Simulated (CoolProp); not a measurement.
Ethane along the isotherm 197 K: fugacity coefficient from the reference equation and from simpler models built on Tc = 305.3 K, pc = 4.872 MPa, ω = 0.099; each cubic takes its own stable root.

The numbers come from the reference Helmholtz-energy equation of state, Bücker 2006 in CoolProp.

```
p (MPa)   phase  reference  van der Waals  Redlich-Kwong  Soave-Redlich-Kwong
-------  ------  ---------  -------------  -------------  -------------------
0.0231      gas     0.9940         0.9961         0.9946               0.9945
0.0526      gas     0.9864         0.9912         0.9877               0.9874
0.12        gas     0.9688         0.9798            [?]               0.9714
0.272    liquid        [?]         0.9543         0.7218               0.6617
0.62     liquid     0.2945         0.8956         0.3207                  [?]
1.41     liquid     0.1331         0.4196            [?]                  [?]
3.21     liquid    0.06222         0.2027        0.06803              0.06233
7.31     liquid    0.03146         0.1101            [?]              0.03168
```

Question: Some entries are withheld; supply them.

Answer: 
- 0.12, Redlich-Kwong: 0.9719
- 0.272, reference: 0.6632
- 0.62, Soave-Redlich-Kwong: 0.2940
- 1.41, Redlich-Kwong: 0.1451
- 1.41, Soave-Redlich-Kwong: 0.1330
- 7.31, Redlich-Kwong: 0.03461

At some of these states van der Waals gives the other phase, because its saturation line lies elsewhere.
